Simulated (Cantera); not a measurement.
Cantera run:

```python
import numpy as np
import cantera as ct

gas_names = """
    H HNO HNO2 HNO3 HO2 H2 H2O H2O2 N NH NH2 NH3 NH2OH NO NO2 NO3 N2 N2H2 N2H4 N2O O OH O2 O3 Pb PbO Pb2
""".split()
cond_names = """
    H2O(s) H2O(L) Pb(cr) Pb(L) PbO(rd) PbO(yw) PbO(L) PbO2(s) Pb3O4(s)
""".split()


def load(file, names, dense=False):
    # The tables refer to 1 bar. Condensed volumes are neglected.
    table = {s.name: s for s in ct.Species.list_from_file(file)}
    out = []
    for n in names:
        d = dict(table[n].input_data)
        d["thermo"] = dict(d["thermo"], **{"reference-pressure": 1e5})
        if dense:
            d["equation-of-state"] = {"model": "constant-volume", "density": "1e6 g/cm^3"}
        out.append(ct.Species.from_dict(d))
    return out


gas = ct.Solution(thermo="ideal-gas", species=load("nasa_gas.yaml", gas_names))
cond = {s.name: ct.Solution(thermo="fixed-stoichiometry", species=[s], name=s.name)
        for s in load("nasa_condensed.yaml", cond_names, dense=True)}
atoms = {
    'PbO': {'Pb': 1, 'O': 1},
    'H2': {'H': 2},
    'N2': {'N': 2},
}
top_T = {'Pb3O4(s)': 820}  # K; cautious upper limits of use, not melting points


def equilibrate(T, P, feed):
    n = {}
    for name, mol in feed.items():
        for a, k in atoms[name].items():
            n[a] = n.get(a, 0.0) + k * mol
    gas.TPX = T, P, n
    mass = sum(n.values()) * gas.mean_molecular_weight
    gas.equilibrate("TP")
    valid = [c for c in cond.values() if c.min_temp <= T <= top_T.get(c.name, c.max_temp)]
    mix = ct.Mixture([(gas, mass / gas.mean_molecular_weight)] + [(c, 0.0) for c in valid])
    mix.T, mix.P = T, P
    mix.equilibrate("TP", solver="vcs", rtol=1e-11, max_steps=5000)
    return mix


results = []
feed = {'PbO': 1, 'H2': 0.72, 'N2': 2.4}  # mol
T = 1275  # K
P = 101325  # Pa
mix = equilibrate(T, P, feed)
results.append((T, P, feed, dict(zip(mix.species_names, mix.species_moles))))
x = sorted(zip(gas.X, gas.species_names), reverse=True)
print(f"T = {T:g} K  P = {P:g} Pa  gas = {mix.phase_moles(0):.4g} mol")
print("   x: " + "  ".join(f"{s} {v:.3e}" for v, s in x if v > 0.001))
print("   condensed (mol): " + ("  ".join(f"{mix.phase(i).name} {mix.phase_moles(i):.4g}"
      for i in range(1, mix.n_phases) if mix.phase_moles(i) > 1e-12) or "none"))
```

It prints:

```
T = 1275 K  P = 101325 Pa  gas = 3.127 mol
   x: N2 7.676e-01  H2O 2.302e-01  Pb 1.861e-03
   condensed (mol): Pb(L) 0.7139  PbO(L) 0.2794
```

These are equilibrium values from Cantera (NASA tables, ideal gas, pure condensed phases), not measurements of a reactor. Each liquid is taken as pure. Mutual solubility and eutectic melting of coexisting phases are not modelled. Gases not in the tables: (PbO)n polymers.
